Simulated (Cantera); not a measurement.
Charge: 1 mol CH₂F₂, 0.91 mol Si, held at 698.15 K and 0.0150 Torr.

Method: chemical equilibrium by Gibbs-energy minimisation in Cantera with the NASA 1993 tables (ideal gas, pure condensed phases). Candidate condensed phases: C, C₆H₆, C₇H₈, C₈H₁₈, Si, SiC; 113 gas species. Rates play no part.

Base state: H₂ 0.667, SiF₄ 0.333, SiHF₃ 9.05e-5, CH₄ 7.86e-5 (mole fractions); condensed: C(graphite) + SiC(s).

**Question.** What changes in the equilibrium state with this change: pressure from 0.0150 Torr to 270 Torr?

**Answer.** 
```csv
species,before,after
SiF₄,0.333,0.425
H₂,0.667,0.296
CH₄,7.86e-5,0.278
SiHF₃,9.05e-5,0.000839
"C(graphite), mol",0.590,0.264
"SiC(s), mol",0.410,0.410
```
